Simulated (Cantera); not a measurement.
An isothermal, constant-pressure homogeneous reactor starts with 30.0 % H2, 25.0 % O2, 45.0 % N2, at 1075 K and 100.0 Torr.

Cantera simulation using the H2/O2 subset of GRI-Mech 3.0, which has no nitrogen chemistry; the numbers are that mechanism's predictions, not measurements. The temperature is held fixed by assumption; the heat of reaction is taken as removed at once.

x: mole fraction; the columns are a selection and need not sum to one.

```
t (s)         x H2   x O2     x HO2     x H2O       x O       x H      x OH
--------  --------  -----  --------  --------  --------  --------  --------
1.00e-5      0.300  0.250  4.97e-10  7.73e-11  5.11e-11  5.09e-10  2.64e-11
3.16e-5      0.300  0.250       [?]       [?]  3.90e-10       [?]  1.70e-10
0.000100     0.300  0.250   8.61e-9   6.94e-8   1.03e-8   6.04e-8   4.31e-9
0.000316     0.299  0.250   1.68e-5  0.000770  0.000103  0.000605   4.56e-5
0.00100    0.00949  0.121   3.67e-5     0.334   0.00288   0.00741   0.00241
0.00316   0.000758  0.118   1.59e-5     0.352  0.000126   5.75e-5  0.000346
0.0100     8.54e-5  0.118   3.24e-6     0.353   1.25e-5   2.02e-6  0.000112
0.0316     7.47e-6  0.118   4.35e-7     0.353   1.68e-6   8.94e-8   4.44e-5
0.100          [?]  0.118       [?]     0.353       [?]       [?]       [?]
0.316      1.14e-7  0.118   1.69e-8     0.353   7.92e-8  6.88e-10   9.76e-6
1.00       2.92e-8  0.118   5.15e-9     0.353   2.27e-8  1.04e-10   5.21e-6
3.16       8.69e-9  0.118   2.24e-9     0.353   6.97e-9  1.79e-11   2.88e-6
10.0       3.18e-9  0.118   1.84e-9     0.353   2.41e-9  3.95e-12   1.69e-6
31.6       2.05e-9  0.118   2.06e-9     0.353   1.31e-9  1.91e-12   1.25e-6
100        1.99e-9  0.118   2.09e-9     0.353   1.24e-9  1.80e-12   1.21e-6
```

### Question
What belongs in the gaps?

### Answer

- 3.16e-5, x HO2: 1.64e-9
- 3.16e-5, x H2O: 1.46e-9
- 3.16e-5, x H: 2.53e-9
- 0.100, x H2: 6.63e-7
- 0.100, x HO2: 7.03e-8
- 0.100, x O: 3.18e-7
- 0.100, x H: 5.96e-9
- 0.100, x OH: 1.96e-5
